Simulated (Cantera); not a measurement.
An isothermal, constant-pressure homogeneous reactor starts with 69.7 % CH4, 24.4 % H2O, 5.92 % H2, at 1923 K and 90.0 Torr.

Detailed kinetics in Cantera: GRI-Mech 3.0 (53 species, 325 reactions). GRI-Mech 3.0 stops at C3 and has no aromatics, soot or wall deposition, so with more carbon than oxygen in the feed, carbon stays in small species such as C2H2 where larger ones or solid carbon would form.

One state of this run: x CH4 = 0.0104; x H2O = 0.0609; x H2 = 0.703; x C2H6 = 1.26e-6; x CH2O = 5.31e-7; x O2 = 5.41e-10; x CH2CO = 3.46e-5. x: mole fraction; the columns are a selection and need not sum to one.

**Question.** Which value of t (s) does it belong to?
(A) 0.0221
(B) 0.0735
(C) 0.244
(D) 2.71

**Answer.** B, 0.0735
